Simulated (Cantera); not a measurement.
## Ignition delay

Mixture: 44.4 % H₂, 11.7 % O₂, 43.9 % N₂, at 220000 Pa, adiabatic and at constant pressure. Ignition delay is the time to a rise of 400 K.

Detailed kinetics in Cantera: the H2/O2 subset of GRI-Mech 3.0, which has no nitrogen chemistry. The hydrogen kinetics of GRI-Mech 3.0 are dated; newer H2 mechanisms differ, most at raised pressure.

| T0 (K) | delay (ms) |
|---|---|
| 1025 | 1.53 |
| 1125 | 0.0506 |
| 1225 | 0.0221 |
| 1325 | 0.0132 |
| 1425 | 0.00905 |
| 1525 | 0.00686 |
